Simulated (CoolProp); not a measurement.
Vapour-liquid equilibrium of CH2F2 (R32) (1) + R125 (2) at 1.65 MPa; x and y are mole fractions of (1).

Model: multi-fluid Helmholtz-energy mixture model, Tillner-Roth 1997 and Lemmon 2005; pair parameters Lemmon 2004, in CoolProp.

Give the bubble temperature and the first vapour's composition at x = 0.05, 0.15, 0.45. Is there an azeotrope?

x = 0.05: 304.4 K, y = 0.061; x = 0.15: 303.0 K, y = 0.179; x = 0.45: 299.7 K, y = 0.491. No azeotrope shows between x = 0.05 and 0.95.

Pair parameters are fitted to limited data, so mixtures are less certain than the pure fluids.
